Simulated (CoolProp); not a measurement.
A Linde-Hampson liquefier for methane: isothermal reversible compression at 230 K from 1 atm to 25 MPa, throttling to 1 atm, return gas leaving the recuperator 10 K below the feed. Each further row changes one setting.

Computed with CoolProp (reference Helmholtz-energy equation of state, Setzmann 1991).

```csv
case,liquid yield per pass,compression work (kJ/kg of gas)
as stated,[?],559
high pressure 50 MPa,[?],[?]
warm-end temperature 260 K,0.297,[?]
warm-end gap 15 K,0.382,559
```

### Question
Some entries are withheld; supply them.

### Answer

- as stated, liquid yield per pass: 0.391
- high pressure 50 MPa, liquid yield per pass: 0.380
- high pressure 50 MPa, compression work (kJ/kg of gas): 639
- warm-end temperature 260 K, compression work (kJ/kg of gas): 670
